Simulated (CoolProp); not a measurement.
Properties of isopentane along the isobar 2.67 MPa.

The numbers come from the reference Helmholtz-energy equation of state, Lemmon 2006 in CoolProp. It is a short technical equation, of lower accuracy than the large ones.

```
T (K)   phase  density (kg/m³)  cp (kJ/(kg K))
-----  ------  ---------------  --------------
367    liquid            542.7           2.662
383.6  liquid            520.5           2.786
400.3  liquid            495.3           2.938
416.9  liquid            465.7           3.145
433.5  liquid            427.0           3.524
450.1     gas            90.43           3.806
466.8     gas            74.91           3.092
483.4     gas            66.59           2.929
500       gas            60.86           2.880
```
